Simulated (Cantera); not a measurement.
A Cantera script and what it prints.

```python
import numpy as np
import cantera as ct

gas_names = [...]  # 109 gases of nasa_gas.yaml made of C, Cl, H, Si
cond_names = """
    C(gr) C6H6(L) C7H8(L) C8H18(L),n-octa Si(cr) Si(L) SiC(b)
""".split()


# ... load() reads the species with a 1 bar reference pressure and builds the phases ...
atoms = {
    '(CH3)2SiCl2': {'C': 2, 'H': 6, 'Si': 1, 'CL': 2},
    'H2': {'H': 2},
}
top_T = {'C(gr)': 4500, 'SiC(b)': 3050}  # K; cautious upper limits of use, not melting points


# ... equilibrate(T, P, feed) seeds the gas with the atoms and calls Mixture.equilibrate('TP', solver="vcs", rtol=1e-11, max_steps=5000) ...
results = []
feed = {'(CH3)2SiCl2': 1, 'H2': 47}  # mol
T = 1523.15  # K
P = 540  # Pa
mix = equilibrate(T, P, feed)
results.append((T, P, feed, dict(zip(mix.species_names, mix.species_moles))))
print(gas.report(threshold=0.001))
for i in range(1, mix.n_phases):
    print(f"{mix.phase(i).name:16s} {mix.phase_moles(i):12.5e} mol")
```

Output:

```
       temperature   1523.2 K
          pressure   540 Pa
           density   0.0001436 kg/m^3
  mean mol. weight   3.3678 kg/kmol
   phase of matter   gas

                          1 kg             1 kmol
                     ---------------   ---------------
          enthalpy        9.9716e+06        3.3582e+07  J
   internal energy        6.2112e+06        2.0918e+07  J
           entropy             67241        2.2645e+05  J/K
    Gibbs function       -9.2446e+07       -3.1134e+08  J
 heat capacity c_p            9654.8             32515  J/K
 heat capacity c_v              7186             24201  J/K

                      mass frac. Y      mole frac. X     chem. pot. / RT
                     ---------------   ---------------   ---------------
               HCL           0.42345          0.039116           -41.201
                H2           0.57497            0.9605           -23.909
     [ +107 minor]         0.0015733        0.00038365

C(gr)             1.00039e+00 mol
Si(cr)            0.00000e+00 mol
SiC(b)            9.97865e-01 mol
```

Equilibrium computed with Cantera from the NASA thermochemical tables; the gas is ideal and each condensed phase is pure. The feed counts by its element totals alone.
